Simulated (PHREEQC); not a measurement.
A solution holds 0.0088 mol/kgw MgCl2, 0.009 mol/kgw CO2 and 0.00074 mol/kgw KCl, at 20 °C. Closed to the air; pH follows from the charge balance.

Model: ion-association model, wateq4f.dat, run in PHREEQC.

This is a speciation only: nothing precipitates in the calculation.

Task: Estimate the pH.

Result: pH 4.20.
